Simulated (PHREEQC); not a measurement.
A column of 1 m (40 cells, dispersivity 0.05 m, 60 s a shift, diffusion coefficient 3e-10 m²/s) holds 0.0041 eq of the database's cation exchanger X per kg of pore water, first in equilibrium with 0.001 mol MgSO4, 0.04 mol CdCl2 and 1e-05 mol HCl per kg of water. It is flushed with 0.00041 mol/kgw MnCl2, 0.00077 mol/kgw CuCl2 and 1e-05 mol/kgw HCl, at 15 °C. Values are for the last cell. No CO2 enters from the air. Precipitation was switched off in this run.

Computed with PHREEQC (ion-association model, phreeqc.dat).

```csv
pore volumes,S in solution (mol/kgw),Cu in solution (mol/kgw),Mn in solution (mol/kgw)
0,0.00100,0,0
0.2125,0.00100,9.78e-13,8.09e-13
0.4125,0.000998,6.47e-7,4.27e-7
0.8125,0.000697,0.000114,6.89e-5
1.012,0.000423,0.000204,0.000124
1.212,0.000219,0.000239,0.000147
1.413,0.000102,0.000227,0.000142
1.613,4.41e-5,0.000202,0.000130
2.013,7.23e-6,0.000198,0.000133
2.212,2.80e-6,0.000226,0.000152
2.413,1.07e-6,0.000267,0.000178
2.612,4.00e-7,0.000314,0.000206
2.812,1.49e-7,0.000364,0.000234
3.212,2.01e-8,0.000459,0.000284
3.413,7.31e-9,0.000501,0.000304
3.612,2.66e-9,0.000540,0.000321
3.812,9.62e-10,0.000574,0.000336
4.013,3.48e-10,0.000604,0.000349
4.412,4.52e-11,0.000653,0.000369
4.612,1.62e-11,0.000672,0.000376
4.812,5.84e-12,0.000689,0.000382
5.013,2.10e-12,0.000703,0.000387
5.213,7.53e-13,0.000715,0.000392
5.612,9.69e-14,0.000733,0.000398
5.812,3.47e-14,0.000740,0.000400
6.013,1.25e-14,0.000746,0.000402
```
